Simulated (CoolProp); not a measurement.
Vapour-liquid equilibrium of carbon dioxide (1) + propane (2) at 255.9 K; x and y are mole fractions of (1).

Model: multi-fluid Helmholtz-energy mixture model, Span 1996 and Lemmon 2009; pair parameters Kunz 2012, in CoolProp.

| x | bubble pressure, mixture model (MPa) | bubble pressure, Raoult's law (MPa) | y, mixture model | y, Raoult's law |
|---|---|---|---|---|
| 0.05 | 0.4365 | 0.3633 | 0.387 | 0.295 |
| 0.125 | 0.6892 | 0.5037 | 0.621 | 0.532 |
| 0.2 | ___ | 0.6441 | ___ | 0.665 |
| 0.275 | ___ | 0.7845 | 0.785 | 0.751 |
| 0.35 | 1.315 | 0.9249 | 0.820 | 0.811 |
| 0.425 | ___ | 1.065 | 0.844 | 0.854 |
| 0.5 | 1.573 | 1.206 | 0.862 | 0.888 |
| 0.575 | 1.668 | 1.346 | 0.877 | 0.915 |
| 0.65 | 1.752 | 1.487 | 0.890 | 0.937 |
| 0.725 | 1.832 | 1.627 | 0.904 | 0.954 |
| 0.8 | ___ | 1.767 | ___ | 0.969 |
| 0.875 | 1.997 | 1.908 | 0.943 | 0.982 |
| 0.95 | 2.084 | 2.048 | 0.973 | 0.993 |

Q: Fill in the missing entries.

A: 
- 0.2, bubble pressure, mixture model (MPa): 0.9277
- 0.2, y, mixture model: 0.727
- 0.275, bubble pressure, mixture model (MPa): 1.138
- 0.425, bubble pressure, mixture model (MPa): 1.458
- 0.8, bubble pressure, mixture model (MPa): 1.913
- 0.8, y, mixture model: 0.921

The largest gap from Raoult's law is +45.1 % in bubble pressure, at x = 0.275. No azeotrope shows between x = 0.05 and 0.95.

Pair parameters are fitted to limited data, so mixtures are less certain than the pure fluids.
